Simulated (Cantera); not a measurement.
An adiabatic, constant-pressure homogeneous reactor starts with CH₄ : O₂ : N₂ : H₂O = 1 : 0.952 : 3.58 : 1.6 (molar parts), at 1525 K and 5.00 bar. Integrator tolerance rtol = 1e-08.

Model: GRI-Mech 3.0 (53 species, 325 reactions), integrated in Cantera.

**Question.** What does this change do: pressure from 5.00 bar to 0.820 bar?

**Answer.** 
```
quantity                                                              before                                      after
---------------------------------  -----------------------------------------  -----------------------------------------
time of steepest temperature rise                                   0.640 ms                                    2.47 ms
temperature at 0.400 s                                                2294 K                                     2278 K
equilibrium temperature                                               2294 K                                     2278 K
x(CH₄) at 0.400 s                  2.86e-10 (gas-phase equilibrium 3.26e-10)  8.18e-12 (gas-phase equilibrium 9.38e-12)
x(O₂) at 0.400 s                     2.37e-6 (gas-phase equilibrium 2.37e-6)    1.20e-5 (gas-phase equilibrium 1.20e-5)
x(H₂O) at 0.400 s                        0.277 (gas-phase equilibrium 0.277)        0.275 (gas-phase equilibrium 0.275)
x(C₂H₄) at 0.400 s                     <1e-12 (gas-phase equilibrium <1e-12)      <1e-12 (gas-phase equilibrium <1e-12)
x(C₂H₂) at 0.400 s                     <1e-12 (gas-phase equilibrium <1e-12)      <1e-12 (gas-phase equilibrium <1e-12)
x(H) at 0.400 s                      0.00170 (gas-phase equilibrium 0.00170)    0.00384 (gas-phase equilibrium 0.00384)
```

**Question.** What does this change do: 0.34 parts CO2 added?

**Answer.** 
```csv
quantity,before,after
time of steepest temperature rise,0.640 ms,0.687 ms
temperature at 0.400 s,2294 K,2240 K
equilibrium temperature,2294 K,2240 K
x(CH₄) at 0.400 s,2.86e-10 (gas-phase equilibrium 3.26e-10),2.42e-10 (gas-phase equilibrium 2.74e-10)
x(O₂) at 0.400 s,2.37e-6 (gas-phase equilibrium 2.37e-6),2.02e-6 (gas-phase equilibrium 2.02e-6)
x(H₂O) at 0.400 s,0.277 (gas-phase equilibrium 0.277),0.288 (gas-phase equilibrium 0.288)
x(C₂H₄) at 0.400 s,<1e-12 (gas-phase equilibrium <1e-12),<1e-12 (gas-phase equilibrium <1e-12)
x(C₂H₂) at 0.400 s,<1e-12 (gas-phase equilibrium <1e-12),<1e-12 (gas-phase equilibrium <1e-12)
x(H) at 0.400 s,0.00170 (gas-phase equilibrium 0.00170),0.00116 (gas-phase equilibrium 0.00116)
```
